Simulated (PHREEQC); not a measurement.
# Acid mine or pickling water: an equilibrium model

Synthetic water in mg/L, 10 °C, pH 2.78, pe 12.1: Na 40.9; K 0.0993; Ca 107; Mg 119; Cl 135; S(6) as SO4 786; Cd 3.02; Fe(3) 4.59.

Na is adjusted to close the charge balance.
Valence states are taken as typed.

Equilibrium calculation in PHREEQC: ion-association model, wateq4f.dat.

Each row changes one thing in this solution. Precipitation was switched off in this run.

```csv
case,ionic strength (mol/kgw),SO4-2 (mol/kgw),Mg+2 (mol/kgw),Ca+2 (mol/kgw),MgSO4 (mol/kgw),CaSO4 (mol/kgw),SI of Gypsum (CaSO4:2H2O),SI of Jarosite-K (KFe3(SO4)2(OH)6)
as made,0.0280,0.00592,0.00382,0.00204,0.00108,0.000625,-0.85,-2.95
temperature from 10 to 30 °C at the same typed pH,0.0259,0.00532,0.00343,0.00200,0.00148,0.000666,-0.91,-2.04
Fe(3) from 4.59 to 9.18 mg/L,0.0278,0.00587,0.00383,0.00205,0.00107,0.000621,-0.85,-2.05
all concentrations times 4 at the same typed pH,0.0987,0.0205,0.0131,0.00700,0.00653,0.00369,-0.07,-1.10
```

Some of these states are supersaturated (in Hematite (slow to form), Goethite (slow to form), for instance). Constants without temperature data keep their 25 °C values here.
